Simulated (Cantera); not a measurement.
Standard-state values (1 bar) from the NASA 1993 polynomials, evaluated with Cantera. Values are per mole of reaction as written; species without (g) are pure solids or liquids, kept so even where they would boil at 1 bar.

9 C2H2(g) + 2 TiCl3(g) = 2 Ti + 6 CH3Cl(g) + 12 C, with ΔH° = -1467.2 kJ and ΔS° = -906.9 J/K at 300 K.

Q: How far is the shortcut ΔG° ≈ ΔH°(300 K) − T·ΔS°(300 K) from the full temperature-dependent value at 1473, 1523, 1573, 1623, 1673 K?

A: 
```json
[
 {"T (K)": "1473", "shortcut (kJ)": "-131.4", "full (kJ)": "-44.5", "difference (kJ)": "-86.9", "difference in log10 K": "3.08", "condensed phases": "Ti(β), C(graphite)"},
 {"T (K)": "1523", "shortcut (kJ)": "-86.0", "full (kJ)": "4.4", "difference (kJ)": "-90.4", "difference in log10 K": "3.10", "condensed phases": "Ti(β), C(graphite)"},
 {"T (K)": "1573", "shortcut (kJ)": "-40.7", "full (kJ)": "53.2", "difference (kJ)": "-93.8", "difference in log10 K": "3.12", "condensed phases": "Ti(β), C(graphite)"},
 {"T (K)": "1623", "shortcut (kJ)": "4.7", "full (kJ)": "101.9", "difference (kJ)": "-97.2", "difference in log10 K": "3.13", "condensed phases": "Ti(β), C(graphite)"},
 {"T (K)": "1673", "shortcut (kJ)": "50.0", "full (kJ)": "150.5", "difference (kJ)": "-100.5", "difference in log10 K": "3.14", "condensed phases": "Ti(β), C(graphite)"}
]
```
The shortcut ignores heat capacities and the phase changes listed.
